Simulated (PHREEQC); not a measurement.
A solution holds 45 mmol/kgw KOH and 0.25 mmol/kgw Na2SiO3, at 25 °C. Closed to the air; pH follows from the charge balance.

All values are PHREEQC results (ion-association model, phreeqc.dat), not measurements.

- pH = 12.56
- ionic strength = 0.0456 mol/kgw
- specific conductance = 10700 µS/cm
- total alkalinity = 45.5 meq/kg

```tsv
species	molality	activity	log γ
OH-	0.0452	0.0369	-0.087
K+	0.0450	0.0369	-0.087
Na+	0.000500	0.000415	-0.081
H3SiO4-	0.000176	0.000144	-0.085
H2SiO4-2	7.43e-5	3.59e-5	-0.316
H4SiO4	2.65e-7	2.68e-7	0.005
```

This is a speciation only: nothing precipitates in the calculation.
